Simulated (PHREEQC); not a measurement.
A column of 0.2 m (40 cells, dispersivity 0.007 m, 60 s a shift, diffusion coefficient 3e-10 m²/s) holds 0.094 eq of the database's cation exchanger X per kg of pore water, first in equilibrium with 0.061 mol LiCl and 1e-05 mol HCl per kg of water. It is flushed with 0.07 mol CdCl2, 0.011 mol NaCl and 1e-05 mol HCl per kg of water, at 15 °C. Values are for the last cell. CO2 from the air is kept out. Precipitation was switched off in this run.

The numbers come from PHREEQC with the ion-association model, phreeqc.dat.

```json
[
 {"pore volumes": "0", "Cd in solution (mol/kgw)": "0", "Na in solution (mol/kgw)": "0", "Li in solution (mol/kgw)": "0.0610", "Cl in solution (mol/kgw)": "0.0610", "NaX on the exchanger (mol/kgw)": "0", "LiX on the exchanger (mol/kgw)": "0.0940"},
 {"pore volumes": "0.2625", "Cd in solution (mol/kgw)": "0", "Na in solution (mol/kgw)": "0", "Li in solution (mol/kgw)": "0.0610", "Cl in solution (mol/kgw)": "0.0610", "NaX on the exchanger (mol/kgw)": "0", "LiX on the exchanger (mol/kgw)": "0.0940"},
 {"pore volumes": "0.5125", "Cd in solution (mol/kgw)": "0", "Na in solution (mol/kgw)": "1.18e-11", "Li in solution (mol/kgw)": "0.0616", "Cl in solution (mol/kgw)": "0.0616", "NaX on the exchanger (mol/kgw)": "2.21e-11", "LiX on the exchanger (mol/kgw)": "0.0940"},
 {"pore volumes": "0.7625", "Cd in solution (mol/kgw)": "0", "Na in solution (mol/kgw)": "1.53e-6", "Li in solution (mol/kgw)": "0.0775", "Cl in solution (mol/kgw)": "0.0775", "NaX on the exchanger (mol/kgw)": "2.27e-6", "LiX on the exchanger (mol/kgw)": "0.0940"},
 {"pore volumes": "1.012", "Cd in solution (mol/kgw)": "4.02e-9", "Na in solution (mol/kgw)": "0.000355", "Li in solution (mol/kgw)": "0.112", "Cl in solution (mol/kgw)": "0.112", "NaX on the exchanger (mol/kgw)": "0.000364", "LiX on the exchanger (mol/kgw)": "0.0936"},
 {"pore volumes": "1.137", "Cd in solution (mol/kgw)": "3.26e-6", "Na in solution (mol/kgw)": "0.00147", "Li in solution (mol/kgw)": "0.125", "Cl in solution (mol/kgw)": "0.127", "NaX on the exchanger (mol/kgw)": "0.00133", "LiX on the exchanger (mol/kgw)": "0.0926"},
 {"pore volumes": "1.387", "Cd in solution (mol/kgw)": "0.00575", "Na in solution (mol/kgw)": "0.00738", "Li in solution (mol/kgw)": "0.125", "Cl in solution (mol/kgw)": "0.143", "NaX on the exchanger (mol/kgw)": "0.00474", "LiX on the exchanger (mol/kgw)": "0.0653"},
 {"pore volumes": "1.637", "Cd in solution (mol/kgw)": "0.0403", "Na in solution (mol/kgw)": "0.0109", "Li in solution (mol/kgw)": "0.0576", "Cl in solution (mol/kgw)": "0.149", "NaX on the exchanger (mol/kgw)": "0.00418", "LiX on the exchanger (mol/kgw)": "0.0180"},
 {"pore volumes": "1.887", "Cd in solution (mol/kgw)": "0.0599", "Na in solution (mol/kgw)": "0.0113", "Li in solution (mol/kgw)": "0.0194", "Cl in solution (mol/kgw)": "0.151", "NaX on the exchanger (mol/kgw)": "0.00365", "LiX on the exchanger (mol/kgw)": "0.00508"},
 {"pore volumes": "2.138", "Cd in solution (mol/kgw)": "0.0669", "Na in solution (mol/kgw)": "0.0112", "Li in solution (mol/kgw)": "0.00596", "Cl in solution (mol/kgw)": "0.151", "NaX on the exchanger (mol/kgw)": "0.00341", "LiX on the exchanger (mol/kgw)": "0.00148"},
 {"pore volumes": "2.388", "Cd in solution (mol/kgw)": "0.0691", "Na in solution (mol/kgw)": "0.0111", "Li in solution (mol/kgw)": "0.00176", "Cl in solution (mol/kgw)": "0.151", "NaX on the exchanger (mol/kgw)": "0.00332", "LiX on the exchanger (mol/kgw)": "0.000429"},
 {"pore volumes": "2.638", "Cd in solution (mol/kgw)": "0.0697", "Na in solution (mol/kgw)": "0.0110", "Li in solution (mol/kgw)": "0.000507", "Cl in solution (mol/kgw)": "0.151", "NaX on the exchanger (mol/kgw)": "0.00328", "LiX on the exchanger (mol/kgw)": "0.000123"},
 {"pore volumes": "2.888", "Cd in solution (mol/kgw)": "0.0699", "Na in solution (mol/kgw)": "0.0110", "Li in solution (mol/kgw)": "0.000143", "Cl in solution (mol/kgw)": "0.151", "NaX on the exchanger (mol/kgw)": "0.00327", "LiX on the exchanger (mol/kgw)": "3.47e-5"},
 {"pore volumes": "3.013", "Cd in solution (mol/kgw)": "0.0700", "Na in solution (mol/kgw)": "0.0110", "Li in solution (mol/kgw)": "7.58e-5", "Cl in solution (mol/kgw)": "0.151", "NaX on the exchanger (mol/kgw)": "0.00327", "LiX on the exchanger (mol/kgw)": "1.84e-5"},
 {"pore volumes": "3.263", "Cd in solution (mol/kgw)": "0.0700", "Na in solution (mol/kgw)": "0.0110", "Li in solution (mol/kgw)": "2.10e-5", "Cl in solution (mol/kgw)": "0.151", "NaX on the exchanger (mol/kgw)": "0.00327", "LiX on the exchanger (mol/kgw)": "5.08e-6"},
 {"pore volumes": "3.513", "Cd in solution (mol/kgw)": "0.0700", "Na in solution (mol/kgw)": "0.0110", "Li in solution (mol/kgw)": "5.75e-6", "Cl in solution (mol/kgw)": "0.151", "NaX on the exchanger (mol/kgw)": "0.00327", "LiX on the exchanger (mol/kgw)": "1.39e-6"},
 {"pore volumes": "3.763", "Cd in solution (mol/kgw)": "0.0700", "Na in solution (mol/kgw)": "0.0110", "Li in solution (mol/kgw)": "1.56e-6", "Cl in solution (mol/kgw)": "0.151", "NaX on the exchanger (mol/kgw)": "0.00327", "LiX on the exchanger (mol/kgw)": "3.78e-7"},
 {"pore volumes": "4.013", "Cd in solution (mol/kgw)": "0.0700", "Na in solution (mol/kgw)": "0.0110", "Li in solution (mol/kgw)": "4.21e-7", "Cl in solution (mol/kgw)": "0.151", "NaX on the exchanger (mol/kgw)": "0.00327", "LiX on the exchanger (mol/kgw)": "1.02e-7"}
]
```
